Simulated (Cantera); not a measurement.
Cantera run:

```python
import numpy as np
import cantera as ct

gas_names = """
    AL ALH ALI ALI3 AL2 AL2I6 H HI H2 I I2
""".split()
cond_names = """
    AL(cr) AL(L) ALI3(s) ALI3(L) I2(cr) I2(L)
""".split()


def load(file, names, dense=False):
    # The tables refer to 1 bar. Condensed volumes are neglected.
    table = {s.name: s for s in ct.Species.list_from_file(file)}
    out = []
    for n in names:
        d = dict(table[n].input_data)
        d["thermo"] = dict(d["thermo"], **{"reference-pressure": 1e5})
        if dense:
            d["equation-of-state"] = {"model": "constant-volume", "density": "1e6 g/cm^3"}
        out.append(ct.Species.from_dict(d))
    return out


gas = ct.Solution(thermo="ideal-gas", species=load("nasa_gas.yaml", gas_names))
cond = {s.name: ct.Solution(thermo="fixed-stoichiometry", species=[s], name=s.name)
        for s in load("nasa_condensed.yaml", cond_names, dense=True)}
atoms = {
    'Al': {'AL': 1},
    'I2': {'I': 2},
    'H2': {'H': 2},
}
top_T = {}  # K; cautious upper limits of use, not melting points


def equilibrate(T, P, feed):
    n = {}
    for name, mol in feed.items():
        for a, k in atoms[name].items():
            n[a] = n.get(a, 0.0) + k * mol
    gas.TPX = T, P, n
    mass = sum(n.values()) * gas.mean_molecular_weight
    gas.equilibrate("TP")
    valid = [c for c in cond.values() if c.min_temp <= T <= top_T.get(c.name, c.max_temp)]
    mix = ct.Mixture([(gas, mass / gas.mean_molecular_weight)] + [(c, 0.0) for c in valid])
    mix.T, mix.P = T, P
    mix.equilibrate("TP", solver="vcs", rtol=1e-11, max_steps=5000)
    return mix


results = []
feed = {'Al': 1, 'I2': 0.44, 'H2': 7.1}  # mol
T = 1373.15  # K
P = 83000  # Pa
mix = equilibrate(T, P, feed)
results.append((T, P, feed, dict(zip(mix.species_names, mix.species_moles))))
x = sorted(zip(gas.X, gas.species_names), reverse=True)
print(f"T = {T:g} K  P = {P:g} Pa  gas = {mix.phase_moles(0):.4g} mol")
print("   x: " + "  ".join(f"{s} {v:.3e}" for v, s in x if v > 1e-06))
print("   condensed (mol): " + ("  ".join(f"{mix.phase(i).name} {mix.phase_moles(i):.4g}"
      for i in range(1, mix.n_phases) if mix.phase_moles(i) > 1e-12) or "none"))
```

Output:

```
T = 1373.15 K  P = 83000 Pa  gas = 7.961 mol
   x: H2 8.914e-01  ALI 1.066e-01  ALI3 9.927e-04  HI 7.700e-04  I 1.442e-04  H 3.458e-06  ALH 2.880e-06  AL 1.617e-06
   condensed (mol): AL(L) 0.143
```

Method: chemical equilibrium by Gibbs-energy minimisation in Cantera with the NASA 1993 tables (ideal gas, pure condensed phases).
